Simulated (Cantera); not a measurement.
An isothermal, constant-pressure homogeneous reactor starts with 0.709 % C2H6, 99.3 % N2, at 1198 K and 0.000178 atm.

Computed with Cantera and GRI-Mech 3.0 (53 species, 325 reactions). GRI-Mech 3.0 stops at C3 and has no aromatics, soot or wall deposition, so with more carbon than oxygen in the feed, carbon stays in small species such as C2H2 where larger ones or solid carbon would form. Radical loss at walls, strong at low pressure, is not modelled.

Task: Predict: x(C2H6) at 200 s; x(CH4) at 200 s; x(C2H4) at 200 s; x(CH2) at 200 s; x(HCN) at 200 s; x(H2) at 200 s.

Result: 
```
Property                                            Value
----------------  ---------------------------------------
x(C2H6) at 200 s   3.27e-7 (gas-phase equilibrium <1e-12)
x(CH4) at 200 s   0.00176 (gas-phase equilibrium 5.03e-7)
x(C2H4) at 200 s  0.00140 (gas-phase equilibrium 3.52e-8)
x(CH2) at 200 s    2.02e-9 (gas-phase equilibrium <1e-12)
x(HCN) at 200 s    1.34e-7 (gas-phase equilibrium 0.0117)
x(H2) at 200 s     0.00998 (gas-phase equilibrium 0.0140)
```
